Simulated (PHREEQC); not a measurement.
PHREEQC input (Pitzer model, pitzer.dat):

```
SOLUTION 1
  temp 90
  units mol/kgw
  pH 7 charge
  Cl 0.0032
  Na 0.0272
  S(6) 0.382
  Mg 0.37
END
USE solution 1
INCREMENTAL_REACTIONS false
REACTION 1
  H2O -1
  0 9.886 18.011 24.689 30.178 34.689 38.397 41.444
  43.949 46.007 47.699 49.089 50.232 51.172 moles
EQUILIBRIUM_PHASES 1
  Bischofite 0 0
  Bloedite 0 0
  Brucite 0 0
  Epsomite 0 0
  Halite 0 0
  Hexahydrite 0 0
  Kieserite 0 0
  Mirabilite 0 0
  Thenardite 0 0
  MgCl2_4H2O 0 0
SELECTED_OUTPUT 1
  -reset false
  -pH true
  -pe true
  -ionic_strength true
  -water true
  -activities H2O
  -totals Cl Mg Na S
  -molalities H+ Na+ Mg+2 Cl- SO4-2 OH- HSO4- MgOH+
  -equilibrium_phases Bischofite Bloedite Brucite Epsomite Halite Hexahydrite Kieserite Mirabilite Thenardite MgCl2_4H2O
PRINT
  -reset false
END
```

Selected output (columns that matter, 14 of 14 rows; water left (kg) added in front):

```
water left (kg)	pH	mu	Cl	Mg	Na	S	m_H+	m_Na+	m_Mg+2	m_Cl-	m_SO4-2	m_OH-	la_H2O	Kieserite
1	6.1072	1.5192	0.0032	0.37	0.0272	0.382	1.6349e-06	0.0272	0.36999	0.0032	0.38199	1.6287e-06	-0.0029698	0
0.821894	6.0826	1.8484	0.0038934	0.45018	0.033094	0.46478	1.7972e-06	0.033094	0.45016	0.0038934	0.46476	1.6796e-06	-0.0035461	0
0.675514	6.0545	2.2489	0.0047371	0.54773	0.040266	0.5655	1.9834e-06	0.040266	0.54771	0.0047371	0.56548	1.727e-06	-0.0042369	0
0.555203	6.0221	2.7362	0.0057637	0.66642	0.048991	0.68804	2.1954e-06	0.048991	0.6664	0.0057637	0.68802	1.7681e-06	-0.0050734	0
0.456313	5.984	3.3292	0.0070127	0.81085	0.059608	0.83714	2.4338e-06	0.059608	0.81082	0.0070127	0.83712	1.7993e-06	-0.0061049	0
0.375043	5.9385	4.0507	0.0085324	0.98655	0.072525	1.0185	2.6962e-06	0.072525	0.98653	0.0085324	1.0185	1.816e-06	-0.0074131	0
0.30824	5.8832	4.9286	0.010382	1.2004	0.088243	1.2393	2.9747e-06	0.088243	1.2003	0.010382	1.2393	1.813e-06	-0.0091361	0
0.253345	5.815	5.9965	0.012631	1.4605	0.10736	1.5078	3.252e-06	0.10736	1.4604	0.012631	1.5078	1.7846e-06	-0.011504	0
0.208215	5.7296	7.2962	0.015369	1.777	0.13063	1.8346	3.4957e-06	0.13063	1.777	0.015369	1.8346	1.7252e-06	-0.0149	0
0.171138	5.6216	8.8769	0.018698	2.162	0.15894	2.2321	3.6514e-06	0.15894	2.162	0.018698	2.2321	1.631e-06	-0.019939	0
0.140655	5.4838	10.801	0.022751	2.6305	0.19338	2.7159	3.6395e-06	0.19338	2.6305	0.022751	2.7158	1.5012e-06	-0.027615	0
0.115613	5.3075	13.14	0.027679	3.2003	0.23527	3.3041	3.3648e-06	0.23527	3.2003	0.027679	3.3041	1.3404e-06	-0.039473	0
0.0950205	5.0817	15.988	0.033677	3.8939	0.28625	4.0202	2.7596e-06	0.28625	3.8938	0.033677	4.0201	1.159e-06	-0.057952	0
0.0775115	4.921	17.956	0.041284	4.3625	0.35092	4.5173	2.2481e-06	0.35092	4.3624	0.041284	4.5173	1.0449e-06	-0.073566	0.031855
```

At this temperature some constants are extrapolated from 25 °C, and those without enthalpy data are left unchanged.
